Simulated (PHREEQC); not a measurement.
# Metal-bearing waste water: speciation

Dissolve 0.016 mol ZnSO4 and 5.2e-05 mol MgSO4 per kg of water at 15 °C. Closed to the air; pH follows from the charge balance.

All values are PHREEQC results (ion-association model, phreeqc.dat), not measurements.

Each row changes one thing in this solution. This is a speciation only: nothing precipitates in the calculation.

| case | pH | ionic strength (mol/kgw) | Zn+2 (mol/kgw) | ZnSO4 (mol/kgw) | Zn(SO4)2-2 (mol/kgw) | Mg+2 (mol/kgw) |
|---|---|---|---|---|---|---|
| as made | 5.86 | 0.0412 | 0.0103 | 0.00527 | 0.000467 | 3.61e-5 |
| temperature from 15 to 85 °C | 5.07 | 0.0379 | 0.00945 | 0.00619 | 0.000324 | 1.94e-5 |
| 0.0063 mol/kgw Zn(NO3)2 added | 5.77 | ___ | 0.0157 | 0.00612 | 0.000494 | 3.88e-5 |
| MgSO4 replaced by MgBr2 at the same molality | 5.86 | 0.0412 | 0.0103 | 0.00526 | 0.000464 | 3.61e-5 |
| 0.0003 mol/kgw H2SO4 added | 3.43 | 0.0417 | 0.0102 | 0.00528 | 0.000473 | 3.60e-5 |
| 0.00027 mol/kgw Na2SO4 added | 5.86 | 0.0418 | 0.0102 | 0.00531 | 0.000480 | 3.59e-5 |
| MgSO4 from 5.2e-05 to 5.72e-05 mol/kgw | 5.86 | 0.0412 | 0.0103 | 0.00527 | 0.000467 | 3.97e-5 |
| 0.00028 mol/kgw NaCl added | 5.85 | 0.0415 | 0.0103 | 0.00526 | 0.000466 | 3.61e-5 |
| temperature from 15 to 60 °C | ___ | 0.0387 | 0.00965 | 0.00597 | 0.000366 | 2.44e-5 |

Task: Fill in the missing entries.

Result: 
- 0.0063 mol/kgw Zn(NO3)2 added, ionic strength (mol/kgw): 0.0566
- temperature from 15 to 60 °C, pH: 5.28

Complexes and solids missing from the database can't appear. Constants without temperature data keep their 25 °C values here.
